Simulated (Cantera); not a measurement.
Charge: 1 mol MgO, 1.8 mol C, 0.14 mol H2, equilibrated at 0.000100 bar.

These are equilibrium values from Cantera (NASA tables, ideal gas, pure condensed phases), not measurements of a reactor. Candidate condensed phases: C, C6H6, C7H8, C8H18, H2O, Mg, MgCO3, MgO, Mg(OH)2; 116 gas species. The tables' values for MgH are old estimates; treat these amounts as uncertain. The numbers say what is thermodynamically allowed, not how fast it happens.

x: gas mole fraction; n: condensed amount in mol.

```tsv
T (K)	x H2	x CO	x Mg	x H	n C(graphite)	n MgO(s)
1198	0.972	0.0142	0.0142	[?]	1.80	0.998
1248	0.900	0.0497	0.0497	[?]	1.79	0.992
1298	0.683	0.158	0.158	[?]	1.77	0.968
1348	0.0761	0.462	0.462	[?]	0.951	0.151
1398	0.0654	0.467	0.467	[?]	0.800	0
1448	0.0653	0.467	0.467	[?]	0.800	0
1498	0.0652	0.467	0.467	[?]	0.800	0
```

What belongs in the gaps?


- 1198, x H: 1.87e-5
- 1248, x H: 4.43e-5
- 1298, x H: 8.86e-5
- 1348, x H: 6.38e-5
- 1398, x H: 0.000121
- 1448, x H: 0.000236
- 1498, x H: 0.000439
